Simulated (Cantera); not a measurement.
What does this Cantera script print?

```python
import numpy as np
import cantera as ct

gas_names = """
    CL CL2 H HCL H2 N NH NH2 NH3 N2 N2H2 N2H4 Si SiCL SiCL2 SiCL3 SiCL4 SiH SiHCL3 SiH2 SiH2CL2 SiH3
    SiH3CL SiH4 SiN Si2 Si2N Si3
""".split()
cond_names = """
    NH4CL(a) NH4CL(b) Si(cr) Si(L) Si3N4(a)
""".split()


# ... load() reads the species with a 1 bar reference pressure and builds the phases ...
atoms = {
    'SiH2Cl2': {'Si': 1, 'H': 2, 'CL': 2},
    'NH3': {'N': 1, 'H': 3},
}
top_T = {'Si3N4(a)': 2400}  # K; cautious upper limits of use, not melting points


# ... equilibrate(T, P, feed) seeds the gas with the atoms and calls Mixture.equilibrate('TP', solver="vcs", rtol=1e-11, max_steps=5000) ...
results = []
feed = {'SiH2Cl2': 1, 'NH3': 2.3}  # mol
P = 1333.22  # Pa
for T in [725, 775, 825, 875, 925, 975, 1025, 1075, 1125, 1175, 1225, 1275, 1325]:
    mix = equilibrate(T, P, feed)
    results.append((T, P, feed, dict(zip(mix.species_names, mix.species_moles))))

top = {s: max(r[3][s] / sum(r[3][g] for g in gas_names) for r in results) for s in gas_names}
cols = sorted((s for s in top if top[s] > 0.0001), key=lambda s: -top[s])[:5]
seen = [c for c in cond_names if any(r[3].get(c, 0) > 1e-12 for r in results)]
print("log10 of partial pressures in bar; condensed amounts in mol")
print(f"{'T/K':>10s}" + "".join(f"{s[:9]:>10s}" for s in cols + seen))
for T, P, feed, n in results:
    ng = sum(n[g] for g in gas_names)
    print(f"{T:10.4g}" + "".join(f"{np.log10(max(n[s] / ng * P / 1e5, 1e-99)):10.3f}" for s in cols)
          + "".join(f"{n.get(c, 0):10.4g}" for c in seen))
```

It prints:

```
log10 of partial pressures in bar; condensed amounts in mol
       T/K        H2       HCL        N2     SiCL4     SiCL2  Si3N4(a)
       725    -2.079    -2.460    -2.896    -3.578   -13.142    0.2944
       775    -2.084    -2.440    -2.906    -3.653   -11.853    0.3005
       825    -2.088    -2.425    -2.915    -3.724   -10.726    0.3054
       875    -2.091    -2.413    -2.921    -3.791    -9.731    0.3093
       925    -2.094    -2.404    -2.927    -3.855    -8.848    0.3125
       975    -2.096    -2.396    -2.931    -3.916    -8.059    0.3151
      1025    -2.098    -2.390    -2.935    -3.973    -7.349    0.3172
      1075    -2.099    -2.385    -2.938    -4.027    -6.708    0.3189
      1125    -2.100    -2.382    -2.940    -4.079    -6.126    0.3201
      1175    -2.101    -2.379    -2.941    -4.130    -5.598    0.3208
      1225    -2.101    -2.378    -2.942    -4.183    -5.117    0.3207
      1275    -2.102    -2.380    -2.939    -4.244    -4.681    0.3191
      1325    -2.101    -2.385    -2.933    -4.321    -4.292    0.3148
```

Method: chemical equilibrium by Gibbs-energy minimisation in Cantera with the NASA 1993 tables (ideal gas, pure condensed phases). The tables' values for SiCl3 are old estimates; treat these amounts as uncertain.
